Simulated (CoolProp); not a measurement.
Vapour-liquid equilibrium of cyclohexane (1) + n-nonane (2) at 313.4 K; x and y are mole fractions of (1).

Values from CoolProp's multi-fluid Helmholtz-energy mixture model, Zhou 2014 and Lemmon 2006; pair parameters Bell 2016.

| x | bubble pressure (MPa) | y at the bubble point | dew pressure at overall composition x (MPa) | liquid density (mol/L) |
|---|---|---|---|---|
| 0.05 | 0.002774 | 0.507 | 0.001505 | 5.587 |
| 0.125 | 0.004610 | 0.725 | 0.001627 | 5.766 |
| 0.2 | 0.006318 | 0.815 | 0.001771 | 5.956 |
| 0.275 | 0.007963 | 0.865 | 0.001943 | 6.158 |
| 0.35 | 0.009589 | 0.899 | 0.002151 | 6.374 |
| 0.425 | 0.01123 | 0.923 | 0.002408 | 6.603 |
| 0.5 | 0.01290 | 0.941 | 0.002736 | 6.849 |
| 0.575 | 0.01461 | 0.956 | 0.003166 | 7.112 |
| 0.65 | 0.01637 | 0.968 | 0.003755 | 7.393 |
| 0.725 | 0.01818 | 0.977 | 0.004610 | 7.695 |
| 0.8 | 0.02001 | 0.985 | 0.005957 | 8.021 |
| 0.875 | 0.02185 | 0.992 | 0.008376 | 8.372 |
| 0.95 | 0.02369 | 0.997 | 0.01389 | 8.752 |

No azeotrope shows between x = 0.05 and 0.95.

The pair parameters rest on a limited set of measurements; away from them the model extrapolates. The gap from Raoult's law changes sign with composition, which may be real or a fault of the pair parameters; it wasn't checked against measurements.
